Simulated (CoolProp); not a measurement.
A simple Rankine cycle with R124: condensing at 301.15 K, boiler at 2.15 MPa, turbine inlet 469 K, turbine efficiency 0.65, pump efficiency 0.7, no recuperator. Each further row changes one setting.

Model: reference Helmholtz-energy equation of state, de Vries 1995, in CoolProp.

```tsv
case	thermal efficiency (%)	net work (kJ/kg)	heat in (kJ/kg)	turbine exit temperature (K)	volume ratio over the turbine
as stated	8.8	24.7	279	429.8	5.16
condensing temperature 293.15 K	9.9	(withheld)	(withheld)	424.8	6.58
boiler pressure 1.5 MPa	7.1	20.3	284	(withheld)	(withheld)
turbine efficiency 0.55	7.4	(withheld)	279	434.2	5.22
```

What belongs in the gaps?


- condensing temperature 293.15 K, net work (kJ/kg): 28.6
- condensing temperature 293.15 K, heat in (kJ/kg): 288
- boiler pressure 1.5 MPa, turbine exit temperature (K): 439.7
- boiler pressure 1.5 MPa, volume ratio over the turbine: 3.55
- turbine efficiency 0.55, net work (kJ/kg): 20.6
